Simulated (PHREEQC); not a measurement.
Solution (25 °C): 0.00099 mol MgSO4 per kg of water. Closed to the air; pH follows from the charge balance.

All values are PHREEQC results (ion-association model, phreeqc.dat), not measurements.

Each row changes one thing in this solution. Precipitation was switched off in this run.

```json
[
 {"case": "as made", "pH": "6.96", "ionic strength (mol/kgw)": "0.00352", "Mg+2 (mol/kgw)": "0.000880", "SO4-2 (mol/kgw)": "0.000880", "MgSO4 (mol/kgw)": "0.000110", "MgOH+ (mol/kgw)": "2.43e-8"},
 {"case": "diluted 5-fold with water", "pH": "6.99", "ionic strength (mol/kgw)": "0.000765", "Mg+2 (mol/kgw)": "0.000191", "SO4-2 (mol/kgw)": "0.000191", "MgSO4 (mol/kgw)": "6.70e-6", "MgOH+ (mol/kgw)": "6.16e-9"},
 {"case": "MgSO4 from 0.00099 to 0.000891 mol/kgw", "pH": "6.96", "ionic strength (mol/kgw)": "0.00319", "Mg+2 (mol/kgw)": "0.000799", "SO4-2 (mol/kgw)": "0.000799", "MgSO4 (mol/kgw)": "9.22e-5", "MgOH+ (mol/kgw)": "2.24e-8"},
 {"case": "MgSO4 from 0.00099 to 0.00148 mol/kgw", "pH": "6.95", "ionic strength (mol/kgw)": "0.00509", "Mg+2 (mol/kgw)": "0.00127", "SO4-2 (mol/kgw)": "0.00127", "MgSO4 (mol/kgw)": "0.000209", "MgOH+ (mol/kgw)": "3.31e-8"},
 {"case": "MgSO4 from 0.00099 to 0.00198 mol/kgw", "pH": "6.94", "ionic strength (mol/kgw)": "0.00661", "Mg+2 (mol/kgw)": "0.00165", "SO4-2 (mol/kgw)": "0.00165", "MgSO4 (mol/kgw)": "0.000328", "MgOH+ (mol/kgw)": "4.09e-8"},
 {"case": "MgSO4 from 0.00099 to 0.0099 mol/kgw", "pH": "6.88", "ionic strength (mol/kgw)": "0.0268", "Mg+2 (mol/kgw)": "0.00671", "SO4-2 (mol/kgw)": "0.00671", "MgSO4 (mol/kgw)": "0.00319", "MgOH+ (mol/kgw)": "1.18e-7"},
 {"case": "8.9e-05 mol/kgw HNO3 added", "pH": "4.10", "ionic strength (mol/kgw)": "0.00360", "Mg+2 (mol/kgw)": "0.000881", "SO4-2 (mol/kgw)": "0.000876", "MgSO4 (mol/kgw)": "0.000109", "MgOH+ (mol/kgw)": "3.37e-11"}
]
```
